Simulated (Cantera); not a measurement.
Input (Python, Cantera) and output of one run.

```python
import numpy as np
import cantera as ct

gas_names = """
    B BF BF2 BF3 BH BHF2 BH2 BH3 BO BOF BOF2 BO2 B2 B2O B2O2 B2O3 B3O3F3 B3O3H3 F FO FO2 F2 F2O H HBO
    HBO2 HF HOF HO2 H2 H2F2 H2O H2O2 H3B3O6 H3F3 H4F4 H5F5 H6F6 H7F7 O OH O2 O3
""".split()
cond_names = """
    B(b) B(L) B2O3(L) B3O3H3(cr) H2O(s) H2O(L)
""".split()


def load(file, names, dense=False):
    # The tables refer to 1 bar. Condensed volumes are neglected.
    table = {s.name: s for s in ct.Species.list_from_file(file)}
    out = []
    for n in names:
        d = dict(table[n].input_data)
        d["thermo"] = dict(d["thermo"], **{"reference-pressure": 1e5})
        if dense:
            d["equation-of-state"] = {"model": "constant-volume", "density": "1e6 g/cm^3"}
        out.append(ct.Species.from_dict(d))
    return out


gas = ct.Solution(thermo="ideal-gas", species=load("nasa_gas.yaml", gas_names))
cond = {s.name: ct.Solution(thermo="fixed-stoichiometry", species=[s], name=s.name)
        for s in load("nasa_condensed.yaml", cond_names, dense=True)}
atoms = {
    'B2O3': {'B': 2, 'O': 3},
    'HF': {'H': 1, 'F': 1},
    'O2': {'O': 2},
}
top_T = {}  # K; cautious upper limits of use, not melting points


def equilibrate(T, P, feed):
    n = {}
    for name, mol in feed.items():
        for a, k in atoms[name].items():
            n[a] = n.get(a, 0.0) + k * mol
    gas.TPX = T, P, n
    mass = sum(n.values()) * gas.mean_molecular_weight
    gas.equilibrate("TP")
    valid = [c for c in cond.values() if c.min_temp <= T <= top_T.get(c.name, c.max_temp)]
    mix = ct.Mixture([(gas, mass / gas.mean_molecular_weight)] + [(c, 0.0) for c in valid])
    mix.T, mix.P = T, P
    mix.equilibrate("TP", solver="vcs", rtol=1e-11, max_steps=5000)
    return mix


results = []
feed = {'B2O3': 1, 'HF': 26, 'O2': 1.2}  # mol
T = 1475  # K
P = 1.3  # Pa
mix = equilibrate(T, P, feed)
results.append((T, P, feed, dict(zip(mix.species_names, mix.species_moles))))
print(gas.report(threshold=0.0001))
for i in range(1, mix.n_phases):
    print(f"{mix.phase(i).name:16s} {mix.phase_moles(i):12.5e} mol")
```

Output:

```
       temperature   1475 K
          pressure   1.3 Pa
           density   2.3613e-06 kg/m^3
  mean mol. weight   22.276 kg/kmol
   phase of matter   gas

                          1 kg             1 kmol
                     ---------------   ---------------
          enthalpy       -1.1004e+07       -2.4512e+08  J
   internal energy       -1.1554e+07       -2.5738e+08  J
           entropy             14743        3.2841e+05  J/K
    Gibbs function       -3.2749e+07       -7.2952e+08  J
 heat capacity c_p            1561.9             34793  J/K
 heat capacity c_v            1188.7             26479  J/K

                      mass frac. Y      mole frac. X     chem. pot. / RT
                     ---------------   ---------------   ---------------
               BF3        0.00072173        0.00023711           -148.94
               BOF           0.14336          0.069716           -94.762
              HBO2         0.0018728         0.0009521           -97.948
                HF           0.76479           0.85154           -57.369
               H2O          0.027869           0.03446           -60.555
                 O        0.00011775        0.00016394            -21.07
                OH        0.00031371        0.00041089           -40.812
                O2          0.060906          0.042401            -42.14
     [  +35 minor]        4.5914e-05        0.00011531

B(b)              0.00000e+00 mol
B2O3(L)           0.00000e+00 mol
B3O3H3(cr)        0.00000e+00 mol
```

These are equilibrium values from Cantera (NASA tables, ideal gas, pure condensed phases), not measurements of a reactor.
